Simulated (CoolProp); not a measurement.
Vapour-liquid equilibrium of R113 (1) + n-heptane (2) at 427.6 K; x and y are mole fractions of (1).

Model: multi-fluid Helmholtz-energy mixture model, Marx 1992 and Span 2003; pair parameters Bell 2016, in CoolProp.

### Question
Give the bubble pressure and the first vapour's composition at x = 0.05, 0.65, 0.95. Is there an azeotrope?

### Answer
x = 0.05: 0.4609 MPa, y = 0.136; x = 0.65: 1.017 MPa, y = 0.811; x = 0.95: 1.277 MPa, y = 0.973. No azeotrope shows between x = 0.05 and 0.95.

Pair parameters are fitted to limited data, so mixtures are less certain than the pure fluids.
